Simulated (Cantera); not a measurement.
What does this Cantera script print?

```python
import numpy as np
import cantera as ct

gas_names = """
    H HNO HNO2 HNO3 HO2 H2 H2O H2O2 Hg N NH NH2 NH3 NH2OH NO NO2 NO3 N2 N2H2 N2H4 N2O O OH O2 O3
""".split()
cond_names = """
    H2O(s) H2O(L) Hg(cr) Hg(L) HgO(s)
""".split()


# ... load() reads the species with a 1 bar reference pressure and builds the phases ...
atoms = {
    'HgO': {'Hg': 1, 'O': 1},
    'H2': {'H': 2},
    'N2': {'N': 2},
}
top_T = {}  # K; cautious upper limits of use, not melting points


# ... equilibrate(T, P, feed) seeds the gas with the atoms and calls Mixture.equilibrate('TP', solver="vcs", rtol=1e-11, max_steps=5000) ...
results = []
T = 450  # K
P = 14  # Pa
for m in [0.36, 0.54, 0.8, 1.2, 1.8, 2.6, 3.9, 5.9]:
    feed = {'HgO': 1, 'H2': 0.5, 'N2': m}  # mol
    mix = equilibrate(T, P, feed)
    results.append((T, P, feed, dict(zip(mix.species_names, mix.species_moles))))

top = {s: max(r[3][s] / sum(r[3][g] for g in gas_names) for r in results) for s in gas_names}
cols = sorted((s for s in top if top[s] > 0.0001), key=lambda s: -top[s])[:5]
seen = [c for c in cond_names if any(r[3].get(c, 0) > 1e-12 for r in results)]
print("log10 of partial pressures in bar; condensed amounts in mol")
print(f"{'n(N2)':>10s}" + "".join(f"{s[:9]:>10s}" for s in cols + seen))
for T, P, feed, n in results:
    ng = sum(n[g] for g in gas_names)
    print(f"{feed['N2']:10.4g}" + "".join(f"{np.log10(max(n[s] / ng * P / 1e5, 1e-99)):10.3f}" for s in cols)
          + "".join(f"{n.get(c, 0):10.4g}" for c in seen))
```

Output:

```
log10 of partial pressures in bar; condensed amounts in mol
     n(N2)        N2        Hg       H2O        O2    HgO(s)
      0.36    -4.486    -4.248    -4.343    -5.257     0.378
      0.54    -4.374    -4.283    -4.407    -5.188    0.3341
       0.8    -4.284    -4.320    -4.488    -5.114    0.2631
       1.2    -4.212    -4.358    -4.592    -5.038    0.1421
       1.8    -4.149    -4.404    -4.705    -5.006         0
       2.6    -4.077    -4.492    -4.793    -5.094         0
       3.9    -4.015    -4.606    -4.907    -5.208         0
       5.9    -3.967    -4.738    -5.039    -5.340         0
```

These are equilibrium values from Cantera (NASA tables, ideal gas, pure condensed phases), not measurements of a reactor.
